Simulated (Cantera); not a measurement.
An isothermal, constant-pressure homogeneous reactor starts with CH₄ : H₂O = 1 : 2.8 (molar parts), at 1600 K and 10.0 bar. Integrator tolerance rtol = 1e-08.

Model: GRI-Mech 3.0 (53 species, 325 reactions), integrated in Cantera.

Problem. What does this change do: H2O 2.8 to 0.73 parts?

Solution. 
| quantity | before | after |
|---|---|---|
| x(CH₄) at 3.00 s | 0.0328 (gas-phase equilibrium 1.15e-5) | 0.153 (gas-phase equilibrium 0.0775) |
| x(H₂O) at 3.00 s | 0.339 (gas-phase equilibrium 0.285) | 0.0908 (gas-phase equilibrium 0.000135) |
| x(HCO) at 3.00 s | 1.59e-8 (gas-phase equilibrium 2.07e-8) | 2.29e-8 (gas-phase equilibrium 3.63e-8) |
| x(H₂) at 3.00 s | 0.478 (gas-phase equilibrium 0.543) | 0.567 (gas-phase equilibrium 0.691) |
| x(CH₂CO) at 3.00 s | 6.67e-7 (gas-phase equilibrium 1.24e-10) | 2.99e-6 (gas-phase equilibrium 1.02e-6) |
| x(HO₂) at 3.00 s | <1e-12 (gas-phase equilibrium <1e-12) | <1e-12 (gas-phase equilibrium <1e-12) |
| x(O₂) at 3.00 s | 2.14e-12 (gas-phase equilibrium 1.23e-12) | <1e-12 (gas-phase equilibrium <1e-12) |
GRI-Mech 3.0 stops at C3 and has no aromatics, soot or wall deposition, so with more carbon than oxygen in the feed, carbon stays in small species such as C2H2 where larger ones or solid carbon would form.

Problem. What does this change do: H2O 2.8 to 14 parts?

Solution. 
| quantity | before | after |
|---|---|---|
| x(CH₄) at 3.00 s | 0.0328 (gas-phase equilibrium 1.15e-5) | 0.000488 (gas-phase equilibrium 4.66e-8) |
| x(H₂O) at 3.00 s | 0.339 (gas-phase equilibrium 0.285) | 0.734 (gas-phase equilibrium 0.733) |
| x(HCO) at 3.00 s | 1.59e-8 (gas-phase equilibrium 2.07e-8) | 2.30e-9 (gas-phase equilibrium 2.37e-9) |
| x(H₂) at 3.00 s | 0.478 (gas-phase equilibrium 0.543) | 0.207 (gas-phase equilibrium 0.208) |
| x(CH₂CO) at 3.00 s | 6.67e-7 (gas-phase equilibrium 1.24e-10) | 3.95e-9 (gas-phase equilibrium <1e-12) |
| x(HO₂) at 3.00 s | <1e-12 (gas-phase equilibrium <1e-12) | <1e-12 (gas-phase equilibrium <1e-12) |
| x(O₂) at 3.00 s | 2.14e-12 (gas-phase equilibrium 1.23e-12) | 5.47e-11 (gas-phase equilibrium 5.53e-11) |
